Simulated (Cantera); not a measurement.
Input (Python, Cantera):

```python
import numpy as np
import cantera as ct

surf = ct.Interface("ptcombust.yaml", "Pt_surf")
gas = surf.adjacent["gas"]
gas.TPX = 300, 44000, {'H2': 0.029, 'O2': 0.065, 'N2': 0.79}
jet = ct.ImpingingJet(gas=gas, width=0.022, surface=surf)
jet.inlet.mdot, jet.inlet.T, jet.inlet.X = 0.028, 300, {'H2': 0.029, 'O2': 0.065, 'N2': 0.79}
jet.set_refine_criteria(ratio=10, slope=0.2, curve=0.3)
show, cover = ['H2', 'O2', 'H2O', 'OH'], ["PT(S)", "H(S)", "O(S)", "OH(S)", "CO(S)", "C(S)"]

rows = []
print(f"{'Ts/K':>7s}" + "".join(f"{s:>11s}" for s in show + cover) + "   (gas at the wall, coverages)")
for i, Ts in enumerate([500, 550, 600, 650, 700, 750, 800, 850]):
    jet.surface.T = Ts
    if i == 0:
        surf.TP = Ts, 44000
        surf.coverages = "PT(S):0.5, O(S):0.5"
        surf.advance_coverages(1.0)
        jet.set_initial_guess(products="inlet")
    jet.solve(loglevel=0, auto=(i == 0))
    rows.append([*(jet.X[gas.species_index(s), -1] for s in show), *surf[cover].coverages])
    print(f"{Ts:7g}" + "".join(f"{x:11.3e}" for x in rows[-1]))
```

Result:

```
   Ts/K         H2         O2        H2O         OH      PT(S)       H(S)       O(S)      OH(S)      CO(S)       C(S)   (gas at the wall, coverages)
    500  9.942e-04  3.995e-02  6.154e-02  9.607e-16  3.648e-02  1.549e-09  9.246e-01  3.875e-02 -7.807e-17  5.104e-28
    550  9.942e-04  4.007e-02  6.101e-02  3.697e-14  3.861e-02  1.661e-09  9.390e-01  2.227e-02 -7.912e-16  9.013e-25
    600  9.947e-04  4.018e-02  6.057e-02  7.665e-13  4.067e-02  2.288e-09  9.454e-01  1.391e-02  6.602e-17 -3.506e-24
    650  9.911e-04  4.027e-02  6.018e-02  9.866e-12  4.286e-02  3.643e-09  9.478e-01  9.302e-03 -4.171e-21  2.268e-28
    700  9.552e-04  4.031e-02  5.991e-02  8.650e-11  4.662e-02  6.317e-09  9.467e-01  6.690e-03  1.080e-16  1.186e-30
    750  8.154e-04  4.023e-02  5.986e-02  5.356e-10  5.722e-02  1.301e-08  9.374e-01  5.348e-03  8.205e-19  1.251e-24
    800  6.023e-04  4.007e-02  5.999e-02  2.354e-09  8.207e-02  3.315e-08  9.132e-01  4.760e-03  2.155e-19 -1.256e-26
    850  4.172e-04  3.993e-02  6.009e-02  8.552e-09  1.222e-01  8.763e-08  8.734e-01  4.417e-03  4.068e-17  2.464e-24
```

Detailed kinetics in Cantera: Deutschmann's 1995 Pt surface mechanism with GRI-Mech 3.0 gas chemistry. Catalytic surfaces can have several steady states; this one follows from the mechanism file's or the stated starting coverage.
